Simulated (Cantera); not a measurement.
A diamond (100) surface in a fixed gas of H2 with x(CH4) = 0.028, x(CH3) = 3.8e-05, at 1000 K, 2700 Pa; coverages are run to steady state.

Detailed kinetics in Cantera: the Harris–Goodwin 1993 mechanism for the reconstructed diamond (100) surface.

θ: site fractions in the mechanism's names (c6HH fully hydrogenated, c6H* and c6*H radical sites, c6** diradical, c6HM methylated).

| x(H) | growth (µm/h) | θ c6HH | θ c6H* | θ c6*H | θ c6** | θ c6HM |
|---|---|---|---|---|---|---|
| 0.0001 | 0.0936 | 0.602 | 0.0161 | 0.330 | 0.00466 | 0.0343 |
| 0.00025 | (withheld) | 0.587 | 0.0170 | 0.348 | (withheld) | (withheld) |
| 0.00062 | 0.324 | 0.587 | 0.0176 | 0.360 | 0.00830 | 0.0197 |
| 0.0015 | 0.428 | 0.590 | 0.0180 | 0.368 | 0.00913 | 0.0108 |
| 0.0038 | 0.493 | 0.594 | 0.0182 | 0.372 | 0.00955 | 0.00494 |
| 0.0094 | 0.524 | 0.595 | 0.0183 | 0.374 | 0.00973 | 0.00212 |
| 0.023 | 0.538 | 0.596 | 0.0184 | 0.375 | 0.00981 | 0.000890 |
| 0.058 | 0.544 | 0.596 | 0.0186 | 0.375 | 0.00987 | 0.000357 |
| 0.14 | 0.548 | 0.596 | 0.0191 | 0.374 | 0.00995 | (withheld) |

Task: Some entries are withheld; supply them.

Result: 
- 0.00025, growth (µm/h): 0.197
- 0.00025, θ c6**: 0.00681
- 0.00025, θ c6HM: 0.0294
- 0.14, θ c6HM: 0.000149
